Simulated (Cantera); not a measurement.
**Chemical vapour transport: MgO + Br2 + O2 + H2O**

Charge: 1 mol MgO, 0.016 mol Br2, a varied amount of O2, 0.06 mol H2O, at 1350 K and 32.0 mbar.

These are equilibrium values from Cantera (NASA tables, ideal gas, pure condensed phases), not measurements of a reactor. Candidate condensed phases: Br2, H2O, Mg, MgBr2, MgO, Mg(OH)2; 20 gas species. The numbers say what is thermodynamically allowed, not how fast it happens.

From 0.013 mol O2 to 0.37 mol O2 the condensed part is MgO(s). The main Mg-bearing gas is MgBr2 throughout.

```csv
n(O2) (mol),x O2,x H2O,x Br,x HBr,x Br2,x MgBr2,n MgO(s)
0.013,0.152,0.571,0.151,0.0778,0.0480,0.000134,1.000
0.049,0.374,0.422,0.126,0.0444,0.0333,5.91e-5,1.000
0.085,0.503,0.334,0.107,0.0312,0.0241,3.69e-5,1.000
0.12,0.586,0.278,0.0937,0.0240,0.0184,2.62e-5,1.000
0.16,0.652,0.233,0.0822,0.0188,0.0142,1.91e-5,1.000
0.19,0.688,0.208,0.0754,0.0160,0.0119,1.56e-5,1.000
0.23,0.727,0.182,0.0679,0.0133,0.00968,1.23e-5,1.000
0.27,0.757,0.162,0.0619,0.0113,0.00804,1.00e-5,1.000
0.3,0.775,0.149,0.0581,0.0102,0.00708,8.74e-6,1.000
0.34,0.796,0.136,0.0537,0.00889,0.00605,7.37e-6,1.000
0.37,0.809,0.127,0.0508,0.00811,0.00542,6.55e-6,1.000
```
x: gas mole fraction; n: condensed amount in mol.
